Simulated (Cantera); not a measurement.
A Cantera script and what it prints.

```python
import numpy as np
import cantera as ct

gas_names = """
    H H2 N NH NH2 NH3 N2 N2H2 N2H4 Si SiH SiH2 SiH3 SiH4 SiN Si2 Si2N Si3
""".split()
cond_names = """
    Si(cr) Si(L) Si3N4(a)
""".split()


# ... load() reads the species with a 1 bar reference pressure and builds the phases ...
atoms = {
    'trisilylamine': {'Si': 3, 'N': 1, 'H': 9},
    'NH3': {'N': 1, 'H': 3},
    'H2': {'H': 2},
}
top_T = {'Si3N4(a)': 2400}  # K; cautious upper limits of use, not melting points


# ... equilibrate(T, P, feed) seeds the gas with the atoms and calls Mixture.equilibrate('TP', solver="vcs", rtol=1e-11, max_steps=5000) ...
results = []
feed = {'trisilylamine': 1, 'NH3': 11, 'H2': 45}  # mol
for P in [5, 21, 85, 350, 1400, 5900, 24000, 100000]:
    for T in [773, 873, 973, 1073, 1173, 1273, 1373, 1473, 1573, 1673]:
        mix = equilibrate(T, P, feed)
        results.append((T, P, feed, dict(zip(mix.species_names, mix.species_moles))))

for T, P, feed, n in results:
    print(f"{T:7g} {P:10.4g}  " + (" + ".join(c for c in cond_names if n.get(c, 0) > 1e-12) or "gas only"))
```

It prints:

```
    773          5  Si3N4(a)
    873          5  Si3N4(a)
    973          5  Si3N4(a)
   1073          5  Si3N4(a)
   1173          5  Si3N4(a)
   1273          5  Si3N4(a)
   1373          5  Si(cr) + Si3N4(a)
   1473          5  Si(cr)
   1573          5  Si(cr)
   1673          5  Si(cr)
    773         21  Si3N4(a)
    873         21  Si3N4(a)
    973         21  Si3N4(a)
   1073         21  Si3N4(a)
   1173         21  Si3N4(a)
   1273         21  Si3N4(a)
   1373         21  Si3N4(a)
   1473         21  Si(cr)
   1573         21  Si(cr)
   1673         21  Si(cr)
    773         85  Si3N4(a)
    873         85  Si3N4(a)
    973         85  Si3N4(a)
   1073         85  Si3N4(a)
   1173         85  Si3N4(a)
   1273         85  Si3N4(a)
   1373         85  Si3N4(a)
   1473         85  Si3N4(a)
   1573         85  Si(cr)
   1673         85  Si(cr)
    773        350  Si3N4(a)
    873        350  Si3N4(a)
    973        350  Si3N4(a)
   1073        350  Si3N4(a)
   1173        350  Si3N4(a)
   1273        350  Si3N4(a)
   1373        350  Si3N4(a)
   1473        350  Si3N4(a)
   1573        350  Si3N4(a)
   1673        350  Si(cr)
    773       1400  Si3N4(a)
    873       1400  Si3N4(a)
    973       1400  Si3N4(a)
   1073       1400  Si3N4(a)
   1173       1400  Si3N4(a)
   1273       1400  Si3N4(a)
   1373       1400  Si3N4(a)
   1473       1400  Si3N4(a)
   1573       1400  Si3N4(a)
   1673       1400  Si(cr) + Si3N4(a)
    773       5900  Si3N4(a)
    873       5900  Si3N4(a)
    973       5900  Si3N4(a)
   1073       5900  Si3N4(a)
   1173       5900  Si3N4(a)
   1273       5900  Si3N4(a)
   1373       5900  Si3N4(a)
   1473       5900  Si3N4(a)
   1573       5900  Si3N4(a)
   1673       5900  Si3N4(a)
    773    2.4e+04  Si3N4(a)
    873    2.4e+04  Si3N4(a)
    973    2.4e+04  Si3N4(a)
   1073    2.4e+04  Si3N4(a)
   1173    2.4e+04  Si3N4(a)
   1273    2.4e+04  Si3N4(a)
   1373    2.4e+04  Si3N4(a)
   1473    2.4e+04  Si3N4(a)
   1573    2.4e+04  Si3N4(a)
   1673    2.4e+04  Si3N4(a)
    773      1e+05  Si3N4(a)
    873      1e+05  Si3N4(a)
    973      1e+05  Si3N4(a)
   1073      1e+05  Si3N4(a)
   1173      1e+05  Si3N4(a)
   1273      1e+05  Si3N4(a)
   1373      1e+05  Si3N4(a)
   1473      1e+05  Si3N4(a)
   1573      1e+05  Si3N4(a)
   1673      1e+05  Si3N4(a)
```

Cantera equilibrium calculation (NASA polynomials, part measured and part estimated; ideal gas, pure solids and liquids). The feed counts by its element totals alone. Mutual solubility and eutectic melting of coexisting phases are not modelled.
